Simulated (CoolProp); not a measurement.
The numbers come from the reference Helmholtz-energy equation of state, Gao 2020 in CoolProp.

Question: For ammonia, give the phase and the cv (kJ/(kg K)), Prandtl number at 463 K and 279 kPa; 463 K and 635 kPa.

Answer: 
- 463 K and 279 kPa: gas; cv 1.91, Prandtl number 0.841
- 463 K and 635 kPa: gas; cv 1.93, Prandtl number 0.848

Viscosity comes from a separate model (Fenghour 1995). Thermal conductivity comes from a separate model (Tufeu 1984).
